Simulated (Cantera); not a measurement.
An isothermal, constant-pressure homogeneous reactor starts with CH4 : N2 = 1 : 8.4 (molar parts), at 1650 K and 1.68 atm.

Computed with Cantera and GRI-Mech 3.0 (53 species, 325 reactions). GRI-Mech 3.0 stops at C3 and has no aromatics, soot or wall deposition, so with more carbon than oxygen in the feed, carbon stays in small species such as C2H2 where larger ones or solid carbon would form.

One state of this run: x CH4 = 0.00366; x H2 = 0.139; x C2H2 = 0.0457; x C2H4 = 0.000776; x C2H = 3.76e-8; x H = 2.61e-5. x: mole fraction; the columns are a selection and need not sum to one.

Which value of t (s) does it belong to?
(A) 5.72
(B) 0.00313
(C) 6.00e-6
(D) 0.0383

A, 5.72
